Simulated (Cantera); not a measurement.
Equilibrium for silicon oxide and oxynitride deposition: SiF₄ + O₃ + H₂

Charge: 1 mol SiF₄, 3.5 mol O₃, 10 mol H₂, held at 0.000740 bar.

Cantera equilibrium calculation (NASA polynomials, part measured and part estimated; ideal gas, pure solids and liquids). Candidate condensed phases: H₂O, Si, SiO₂; 38 gas species. The tables hold silica as quartz up to 1696 K and as liquid above; real silica turns to tridymite and cristobalite and melts near 1996 K. The numbers say what is thermodynamically allowed, not how fast it happens.

```
T (K)  log p H₂O  log p HF  log p O₂  log p H₂  n SiO₂(β-quartz)  n SiO₂(condensed)
-----  ---------  --------  --------  --------  ----------------  -----------------
1173       -3.32     -3.62     -4.82     -9.05             1.000                  0
1273       -3.32     -3.62     -4.82     -8.18             1.000                  0
1373       -3.32     -3.62     -4.82     -7.43             1.000                  0
1473       -3.32     -3.62     -4.82     -6.79             1.000                  0
1573       -3.32     -3.62     -4.82     -6.23             1.000                  0
1673       -3.32     -3.62     -4.81     -5.74             1.000                  0
1773       -3.32     -3.62     -4.78     -5.31                 0              1.000
```
log p: log10 of the partial pressure in bar; n: condensed amount in mol.

From 1173 K to 1673 K the condensed part is SiO₂(β-quartz). At 1773 K the condensed part is SiO₂(condensed). The main Si-bearing gas is SiF₄ at 1173 K and SiO at 1773 K.
